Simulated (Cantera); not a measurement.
A freely propagating, adiabatic, planar premixed flame of 42.1 % H2, 11.1 % O2, 46.8 % N2, unburnt at 625 K and 0.570 bar; mixture-averaged transport, grid criteria slope 0.08 and curve 0.16, no radiation.

Model: the H2/O2 subset of GRI-Mech 3.0, which has no nitrogen chemistry, integrated in Cantera. Burning velocities carry a grid error of a few per cent, more on coarse grids.

x: mole fraction of selected species; z is measured from the peak of heat release.

```
z (mm)  T (K)  u (m/s)   x H2      x O2     x HO2     x OH   x H2O2    x H2O
------  -----  -------  -----  --------  --------  -------  -------  -------
-2.91     625     8.51  0.421     0.111     <1e-8    <1e-8    <1e-8    <1e-8
-1.94     625     8.51  0.421     0.111     <1e-8    <1e-8    <1e-8    <1e-8
-1.46     625     8.51  0.421     0.111   1.07e-8    <1e-8    <1e-8    <1e-8
-0.970    625     8.51  0.421     0.111   1.49e-6    <1e-8    <1e-8  1.48e-7
-0.485    644     8.75  0.418     0.111  0.000139  6.74e-5  1.65e-6  0.00108
-0.243      …     11.0  0.389     0.105         …        …        …        …
0        1204     15.7  0.274    0.0630   3.55e-5  0.00242  1.10e-6    0.105
0.243    1461     18.8  0.182    0.0119   6.63e-6  0.00431  7.03e-7    0.204
0.485    1565     20.0  0.170   0.00267   1.42e-6  0.00480  4.97e-7    0.224
0.970    1676     21.3  0.176         …         …  0.00540        …    0.228
1.94     1795     22.6  0.185  0.000925   4.36e-7  0.00569  2.09e-7    0.231
3.88     1918     23.9  0.194  0.000594   2.79e-7  0.00547  1.11e-7    0.235
7.76     2028     25.1  0.202  0.000329   1.65e-7  0.00471  5.70e-8    0.239
```

Some entries are withheld; supply them.


- -0.243, T (K): 821
- -0.243, x HO2: 8.59e-5
- -0.243, x OH: 0.000468
- -0.243, x H2O2: 2.67e-6
- -0.243, x H2O: 0.0174
- 0.970, x O2: 0.00127
- 0.970, x HO2: 6.35e-7
- 0.970, x H2O2: 3.48e-7
